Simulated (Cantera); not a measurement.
Input: 1 mol Fe2O3, 4.5 mol Cl2, 2 mol O2, held at 1400 °C and 14.0 Pa.

Method: chemical equilibrium by Gibbs-energy minimisation in Cantera with the NASA 1993 tables (ideal gas, pure condensed phases). Candidate condensed phases: Fe, FeCl2, FeCl3, FeO, Fe2O3, Fe3O4; 13 gas species. The numbers say what is thermodynamically allowed, not how fast it happens.

Base state: Cl 0.474, O2 0.333, FeCl2 0.190, O 0.00163, Cl2 0.00114, FeCl3 0.000103, ClO 6.52e-5 (mole fractions); condensed: gas only.

Task: What changes in the equilibrium state with this change: 0.18 mol H2 added?

Result: 
| species | before | after |
|---|---|---|
| Cl | 0.474 | 0.440 |
| O2 | 0.333 | 0.332 |
| FeCl2 | 0.190 | 0.190 |
| HCl | 0 | 0.0339 |
| H2O | 0 | 0.000151 |
| OH | 0 | 0.000121 |
| Cl2 | 0.00114 | 0.000980 |
| ClO | 6.52e-5 | 6.05e-5 |
| FeCl3 | 0.000103 | 9.55e-5 |
Further candidate phases: Fe(OH)2, Fe(OH)3, H2O.

Task: What changes in the equilibrium state with this change: pressure from 14.0 Pa to 0.610 bar?

Result: 
| species | before | after |
|---|---|---|
| O2 | 0.333 | 0.433 |
| Cl2 | 0.00114 | 0.219 |
| FeCl2 | 0.190 | 0.166 |
| Cl | 0.474 | 0.0996 |
| FeCl3 | 0.000103 | 0.0818 |
| Fe2Cl6 | <1e-9 | 1.39e-5 |
| Fe2Cl4 | 6.32e-8 | 0.000208 |

Task: What changes in the equilibrium state with this change: temperature from 1400 °C to 1525 °C?

Result: 
```csv
species,before,after
Cl,0.474,0.474
O2,0.333,0.329
FeCl2,0.190,0.190
O,0.00163,0.00579
Cl2,0.00114,0.000322
Fe,1.40e-6,7.80e-5
FeO,4.92e-6,0.000116
```
